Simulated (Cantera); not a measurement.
## Silicon epitaxy and polysilicon growth: Si2Cl6 + HCl + N2

A closed system holds: 1 mol Si2Cl6, 3.8 mol HCl, 240 mol N2.

These are equilibrium values from Cantera (NASA tables, ideal gas, pure condensed phases), not measurements of a reactor. Candidate condensed phases: NH4Cl, Si, Si3N4; 28 gas species. The feed counts by its element totals alone. N2 is the only nitrogen source here; it is nearly inert below about 1500 K, so the nitride shown seldom forms there in practice. The tables' values for SiCl3 are old estimates. Rates play no part.

Stable condensed phases:

```
T in K \ P in Pa
            100    300    880   2600   7700  23000  68000 200000
   1375       A      A      A      B      B      B      B      B
   1350       A      A      A      B      B      B      B      B
   1325       A      A      B      B      B      B      B      B
   1300       A      A      B      B      B      B      B      B
   1275       A      B      B      B      B      B      B      B
   1250       A      B      B      B      B      B      B      B
   1225       B      B      B      B      B      B      B      B
   1200       B      B      B      B      B      B      B      B
   1175       B      B      B      B      B      B      B      B
   1150       B      B      B      B      B      B      B      B
   1125       B      B      B      B      B      B      B      B
```

A: gas only; B: Si3N4.
